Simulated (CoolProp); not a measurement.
Values from CoolProp's reference Helmholtz-energy equation of state, Lemmon 2006. It is a short technical equation, of lower accuracy than the large ones.

Question: For C2F6 (R116), give the phase and the speed of sound (m/s) at -91.75 °C and 1.01 bar; 58.45 °C and 1.01 bar; 101.35 °C and 1.01 bar.

Answer: 
- -91.75 °C and 1.01 bar: liquid; speed of sound 618
- 58.45 °C and 1.01 bar: gas; speed of sound 146
- 101.35 °C and 1.01 bar: gas; speed of sound 155
